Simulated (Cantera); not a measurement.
# Thermodynamics of halide evaporation, hydrolysis and transport, feed MgCl2 + H2

Charge: 1 mol MgCl2, 1.2 mol H2, held at 22.0 Pa.

Equilibrium computed with Cantera from the NASA thermochemical tables; the gas is ideal and each condensed phase is pure. Candidate condensed phases: Mg, MgCl2; 10 gas species. Rates play no part.

From 1023 K to 1298 K nothing is condensed. The main Mg-bearing gas is MgCl2 throughout.

| T (K) | x H2 | x MgCl2 | x HCl | x Mg |
|---|---|---|---|---|
| 1023 | 0.545 | 0.454 | 0.000982 | 0.000485 |
| 1048 | 0.544 | 0.454 | 0.00136 | 0.000671 |
| 1073 | 0.544 | 0.453 | 0.00185 | 0.000914 |
| 1098 | 0.544 | 0.453 | 0.00249 | 0.00123 |
| 1123 | 0.543 | 0.452 | 0.00330 | 0.00163 |
| 1148 | 0.542 | 0.451 | 0.00432 | 0.00213 |
| 1173 | 0.541 | 0.450 | 0.00559 | 0.00275 |
| 1198 | 0.540 | 0.449 | 0.00716 | 0.00352 |
| 1223 | 0.538 | 0.448 | 0.00906 | 0.00445 |
| 1248 | 0.537 | 0.446 | 0.0113 | 0.00557 |
| 1273 | 0.535 | 0.444 | 0.0141 | 0.00691 |
| 1298 | 0.532 | 0.442 | 0.0173 | 0.00849 |
x: gas mole fraction; nothing condenses.
